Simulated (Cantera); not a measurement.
Feed: 1 mol MgCO3, 0.094 mol C, 2.8 mol CO2, at 523.15 K and 1000 Pa.

Cantera equilibrium calculation (NASA polynomials, part measured and part estimated; ideal gas, pure solids and liquids). Candidate condensed phases: C, Mg, MgCO3, MgO; 15 gas species. Rates play no part.

### Question
What is the equilibrium state?

### Answer
```
Property                              Result
--------------------------------  ----------
x(CO2)                                 0.999
x(CO)                                0.00102
n(C(graphite))                    0.0926 mol
n(MgCO3(s))                         1.00 mol
gas amount                         2.801 mol
log10 activity of Mg(s) (absent)      -34.24
```
